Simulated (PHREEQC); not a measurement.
Make-up at 25 °C: 0.058 mol/kgw H2SO4, 0.0024 mol/kgw KNO3 and 0.018 mol/kgw CO2. Closed to the air; pH follows from the charge balance.

All values are PHREEQC results (ion-association model, phreeqc.dat), not measurements.

Precipitation was switched off in this run.

**Question.** What pH, specific conductance does the model give?

**Answer.** pH 1.22; specific conductance 25200 µS/cm.

**Question.** In which forms is S present?

**Answer.** HSO4- 74 %, SO4-2 26 % of the S.
